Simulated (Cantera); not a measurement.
Cantera run:

```python
import numpy as np
import cantera as ct

gas_names = """
    CL CLO CL2 H HCL HOCL HO2 H2 H2O H2O2 O OH O2 O3 Ti TiCL TiCL2 TiCL3 TiCL4 TiO TiOCL TiOCL2 TiO2
""".split()
cond_names = """
    H2O(s) H2O(L) Ti(a) Ti(b) Ti(L) TiCL2(s) TiCL3(s) TiCL4(L) TiO(a) TiO(b) TiO(L) TiO2(ru) TiO2(L)
    Ti2O3(a) Ti2O3(b) Ti2O3(L) Ti3O5(a) Ti3O5(b) Ti3O5(L) Ti4O7(s) Ti4O7(L)
""".split()


# ... load() reads the species with a 1 bar reference pressure and builds the phases ...
atoms = {
    'TiCl4': {'Ti': 1, 'CL': 4},
    'O2': {'O': 2},
    'H2': {'H': 2},
    'H2O': {'H': 2, 'O': 1},
}
top_T = {'TiCL2(s)': 1300, 'TiCL3(s)': 1000}  # K; cautious upper limits of use, not melting points


# ... equilibrate(T, P, feed) seeds the gas with the atoms and calls Mixture.equilibrate('TP', solver="vcs", rtol=1e-11, max_steps=5000) ...
results = []
feed = {'TiCl4': 1, 'O2': 0.087, 'H2': 4.1, 'H2O': 16}  # mol
T = 2200  # K
P = 920  # Pa
mix = equilibrate(T, P, feed)
results.append((T, P, feed, dict(zip(mix.species_names, mix.species_moles))))
print(gas.report(threshold=0.0001))
for i in range(1, mix.n_phases):
    print(f"{mix.phase(i).name:16s} {mix.phase_moles(i):12.5e} mol")
```

Result:

```
       temperature   2200 K
          pressure   920 Pa
           density   0.00090568 kg/m^3
  mean mol. weight   18.007 kg/kmol
   phase of matter   gas

                          1 kg             1 kmol
                     ---------------   ---------------
          enthalpy       -4.4187e+06       -7.9568e+07  J
   internal energy       -5.4345e+06        -9.786e+07  J
           entropy             16498        2.9709e+05  J/K
    Gibbs function       -4.0715e+07       -7.3317e+08  J
 heat capacity c_p            2526.9             45503  J/K
 heat capacity c_v            2065.2             37188  J/K

                      mass frac. Y      mole frac. X     chem. pot. / RT
                     ---------------   ---------------   ---------------
                CL          0.031765          0.016136           -25.101
                 H          0.001388          0.024796           -13.101
               HCL           0.32289           0.15948           -38.202
                H2          0.019965           0.17833           -26.201
               H2O           0.60641           0.60615           -46.307
                 O         0.0010127         0.0011398           -20.106
                OH          0.011108          0.011761           -33.207
                O2         0.0029041         0.0016343           -40.213
              TiO2          0.002518        0.00056772           -67.209
     [  +14 minor]          3.58e-05        8.3593e-06

Ti(L)             0.00000e+00 mol
TiCL4(L)          0.00000e+00 mol
TiO(L)            0.00000e+00 mol
TiO2(L)           9.86932e-01 mol
Ti2O3(L)          0.00000e+00 mol
Ti3O5(L)          0.00000e+00 mol
Ti4O7(L)          0.00000e+00 mol
```

These are equilibrium values from Cantera (NASA tables, ideal gas, pure condensed phases), not measurements of a reactor.
